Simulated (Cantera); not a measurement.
A perfectly stirred reactor is fed with 4.24 % C₂H₄, 19.6 % O₂, 73.8 % N₂, 2.37 % H₂O, equivalence ratio 0.65, at 2.37 atm; it is adiabatic with a 775 K inlet, and is followed from long to short residence time, starting on the burning branch (τ in s: 0.026, 0.012, 0.0051, 0.0022, 0.00099, 0.00043, 0.00019, 8.4e-05, 3.7e-05, 1.6e-05, 7.2e-06).

Model: GRI-Mech 3.0 (53 species, 325 reactions), integrated in Cantera. GRI-Mech 3.0 was tuned for natural gas; its chemistry of ethylene as a main component is partial and can be far from experiment.

One state of this run: T (K) = 2036; x C₂H₄ = 7.79e-5; x O₂ = 0.0733; x H₂O = 0.0983; x CO₂ = 0.0682; x OH = 0.00820. x: mole fraction; the columns are a selection and need not sum to one.

### Question
Which value of τ (s) does it belong to?
(A) 0.00019
(B) 7.2e-6
(C) 1.6e-5
(D) 0.0022

### Answer
A, 0.00019
